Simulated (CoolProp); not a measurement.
Vapour-liquid equilibrium of CHF3 (R23) (1) + R22 (2) at 187.1 K; x and y are mole fractions of (1).

The numbers come from the multi-fluid Helmholtz-energy mixture model, Penoncello 2003 and Kamei 1995; pair parameters Bell 2016 in CoolProp.

```
x      bubble pressure, mixture model (bar)  bubble pressure, Raoult's law (bar)  y, mixture model  y, Raoult's law
-----  ------------------------------------  -----------------------------------  ----------------  ---------------
0.05                                 0.1181                               0.1025             0.467            0.389
0.125                                0.1924                               0.1574             0.696            0.634
0.2                                  0.2617                               0.2123             0.793            0.752
0.275                                0.3257                               0.2672             0.847            0.821
0.35                                 0.3846                               0.3221             0.881            0.867
0.425                                0.4389                               0.3770             0.905            0.899
0.5                                  0.4892                               0.4319             0.923            0.924
0.575                                0.5365                               0.4868             0.938            0.942
0.65                                 0.5817                               0.5417             0.950            0.957
0.725                                0.6258                               0.5966             0.961            0.970
0.8                                  0.6700                               0.6515             0.972            0.980
0.875                                0.7156                               0.7064             0.982            0.988
0.95                                 0.7637                               0.7613             0.993            0.996
```

The largest gap from Raoult's law is +23.3 % in bubble pressure, at x = 0.2. No azeotrope shows between x = 0.05 and 0.95.

Pair parameters are fitted to limited data, so mixtures are less certain than the pure fluids.
